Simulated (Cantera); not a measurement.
**Premixed flame**

A freely propagating, adiabatic, planar premixed flame of CO : H2 : CH4 : O2 : N2 = 1 : 0.3 : 0.28 : 1.1 : 4.14 (molar parts), unburnt at 675 K and 1430 Torr; mixture-averaged transport, grid criteria slope 0.08 and curve 0.16, no radiation.

Cantera simulation using GRI-Mech 3.0 (53 species, 325 reactions); the numbers are that mechanism's predictions, not measurements. Burning velocities carry a grid error of a few per cent, more on coarse grids.

```json
[
 {"z (mm)": "-0.502", "T (K)": "675", "u (m/s)": "2.63", "x CO": "0.147", "x H2": "0.0439", "x CH4": "0.0411", "x CH2": "<1e-8", "x HCN": "<1e-8", "x NO": "<1e-8"},
 {"z (mm)": "-0.335", "T (K)": "675", "u (m/s)": "2.63", "x CO": "0.147", "x H2": "0.0437", "x CH4": "0.0411", "x CH2": "<1e-8", "x HCN": "<1e-8", "x NO": "<1e-8"},
 {"z (mm)": "-0.251", "T (K)": "675", "u (m/s)": "2.63", "x CO": "0.147", "x H2": "0.0431", "x CH4": "0.0411", "x CH2": "<1e-8", "x HCN": "<1e-8", "x NO": "<1e-8"},
 {"z (mm)": "-0.167", "T (K)": "681", "u (m/s)": "2.65", "x CO": "0.147", "x H2": "0.0416", "x CH4": "0.0410", "x CH2": "<1e-8", "x HCN": "<1e-8", "x NO": "<1e-8"},
 {"z (mm)": "-0.0837", "T (K)": "812", "u (m/s)": "3.16", "x CO": "0.147", "x H2": "0.0365", "x CH4": "0.0379", "x CH2": "1.89e-7", "x HCN": "1.11e-8", "x NO": "9.16e-8"},
 {"z (mm)": "-0.0418", "T (K)": "1136", "u (m/s)": "4.42", "x CO": "0.147", "x H2": "0.0317", "x CH4": "0.0270", "x CH2": "3.22e-6", "x HCN": "8.87e-8", "x NO": "5.74e-7"},
 {"z (mm)": "0", "T (K)": "1570", "u (m/s)": "6.12", "x CO": "0.146", "x H2": "0.0247", "x CH4": "0.00780", "x CH2": "2.02e-5", "x HCN": "3.77e-7", "x NO": "2.31e-6"},
 {"z (mm)": "0.0418", "T (K)": "1790", "u (m/s)": "6.94", "x CO": "0.130", "x H2": "0.0164", "x CH4": "0.000572", "x CH2": "4.88e-6", "x HCN": "4.01e-7", "x NO": "5.82e-6"},
 {"z (mm)": "0.0837", "T (K)": "1880", "u (m/s)": "7.23", "x CO": "0.111", "x H2": "0.0133", "x CH4": "1.98e-5", "x CH2": "2.49e-7", "x HCN": "1.50e-7", "x NO": "1.01e-5"},
 {"z (mm)": "0.167", "T (K)": "1991", "u (m/s)": "7.56", "x CO": "0.0894", "x H2": "0.0134", "x CH4": "2.70e-8", "x CH2": "<1e-8", "x HCN": "1.30e-8", "x NO": "1.84e-5"},
 {"z (mm)": "0.335", "T (K)": "2115", "u (m/s)": "7.95", "x CO": "0.0779", "x H2": "0.0131", "x CH4": "<1e-8", "x CH2": "<1e-8", "x HCN": "<1e-8", "x NO": "3.27e-5"},
 {"z (mm)": "0.669", "T (K)": "2240", "u (m/s)": "8.35", "x CO": "0.0715", "x H2": "0.0114", "x CH4": "<1e-8", "x CH2": "<1e-8", "x HCN": "<1e-8", "x NO": "5.68e-5"},
 {"z (mm)": "1.34", "T (K)": "2354", "u (m/s)": "8.70", "x CO": "0.0644", "x H2": "0.00952", "x CH4": "<1e-8", "x CH2": "<1e-8", "x HCN": "<1e-8", "x NO": "0.000102"}
]
```
x: mole fraction of selected species; z is measured from the peak of heat release.

```yaml
laminar_burning_velocity: 263 cm/s
thermal_thickness: 0.167 mm
peak x(CH2): 2.03e-5
peak x(HCN): 4.74e-7
grid_points: 155
```
